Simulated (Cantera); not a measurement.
Feed: 1 mol trisilylamine, 34 mol NH₃, 0.71 mol H₂, held at 5.30e-5 bar.

Cantera equilibrium calculation (NASA polynomials, part measured and part estimated; ideal gas, pure solids and liquids). Candidate condensed phases: Si, Si₃N₄; 18 gas species. The feed counts by its element totals alone. The tables' values for SiN are old estimates; treat these amounts as uncertain. Gases not in the tables: Si₂H₆ and higher silanes. Rates play no part.

log p: log10 of the partial pressure in bar; n: condensed amount in mol.

```
T (K)  log p H₂  log p N₂  log p H  log p Si  log p SiH  log p Si₂  n Si(l)
-----  --------  --------  -------  --------  ---------  ---------  -------
1700      -4.41     -4.91    -6.04     -6.17      -8.18      -8.53     2.00
1725      -4.41     -4.91        …         …          …          …        …
1750      -4.42     -4.92    -5.84     -5.82      -7.91      -8.11    0.753
1775      -4.43     -4.92    -5.75     -5.70      -7.83      -8.00        0
1800      -4.43     -4.93        …     -5.70      -7.86          …        0
1825      -4.44     -4.93    -5.57     -5.70      -7.89      -8.25        0
1850      -4.44     -4.93    -5.49     -5.70      -7.93      -8.37        0
1875      -4.45     -4.93    -5.41     -5.70      -7.96      -8.49        0
```

### Question
Complete the blanks.

### Answer

- 1725, log p H: -5.94
- 1725, log p Si: -5.99
- 1725, log p SiH: -8.05
- 1725, log p Si₂: -8.32
- 1725, n Si(l): 1.50
- 1800, log p H: -5.66
- 1800, log p Si₂: -8.12
